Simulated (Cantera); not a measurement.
An adiabatic, constant-pressure homogeneous reactor starts with H₂ : O₂ : N₂ : H₂O = 1 : 0.633 : 2.38 : 0.22 (molar parts), at 1525 K and 750 Torr. Integrator tolerance rtol = 1e-08.

Cantera simulation using the H2/O2 subset of GRI-Mech 3.0, which has no nitrogen chemistry; the numbers are that mechanism's predictions, not measurements.

Problem. What does this change do: O2 0.633 to 0.44 parts?

Solution. 
```tsv
quantity	before	after
time of steepest temperature rise	13.0 µs	16.0 µs
temperature at 3.00 s	2732 K	2703 K
equilibrium temperature	2732 K	2703 K
x(H₂) at 3.00 s	0.0237 (gas-phase equilibrium 0.0237)	0.0501 (gas-phase equilibrium 0.0501)
x(O₂) at 3.00 s	0.0373 (gas-phase equilibrium 0.0373)	0.00619 (gas-phase equilibrium 0.00619)
x(H₂O) at 3.00 s	0.273 (gas-phase equilibrium 0.273)	0.265 (gas-phase equilibrium 0.265)
x(OH) at 3.00 s	0.0302 (gas-phase equilibrium 0.0302)	0.0176 (gas-phase equilibrium 0.0176)
x(O) at 3.00 s	0.00803 (gas-phase equilibrium 0.00803)	0.00289 (gas-phase equilibrium 0.00289)
x(HO₂) at 3.00 s	1.12e-5 (gas-phase equilibrium 1.12e-5)	2.70e-6 (gas-phase equilibrium 2.70e-6)
x(H) at 3.00 s	0.00995 (gas-phase equilibrium 0.00995)	0.0130 (gas-phase equilibrium 0.0130)
```

Problem. What does this change do: pressure from 750 Torr to 3230 Torr?

Solution. 
```tsv
quantity	before	after
time of steepest temperature rise	13.0 µs	3.19 µs
temperature at 3.00 s	2732 K	2830 K
equilibrium temperature	2732 K	2830 K
x(H₂) at 3.00 s	0.0237 (gas-phase equilibrium 0.0237)	0.0179 (gas-phase equilibrium 0.0179)
x(O₂) at 3.00 s	0.0373 (gas-phase equilibrium 0.0373)	0.0357 (gas-phase equilibrium 0.0357)
x(H₂O) at 3.00 s	0.273 (gas-phase equilibrium 0.273)	0.285 (gas-phase equilibrium 0.285)
x(OH) at 3.00 s	0.0302 (gas-phase equilibrium 0.0302)	0.0271 (gas-phase equilibrium 0.0271)
x(O) at 3.00 s	0.00803 (gas-phase equilibrium 0.00803)	0.00560 (gas-phase equilibrium 0.00560)
x(HO₂) at 3.00 s	1.12e-5 (gas-phase equilibrium 1.12e-5)	1.96e-5 (gas-phase equilibrium 1.96e-5)
x(H) at 3.00 s	0.00995 (gas-phase equilibrium 0.00995)	0.00592 (gas-phase equilibrium 0.00592)
```
The hydrogen kinetics of GRI-Mech 3.0 are dated; newer H2 mechanisms differ, most at raised pressure.
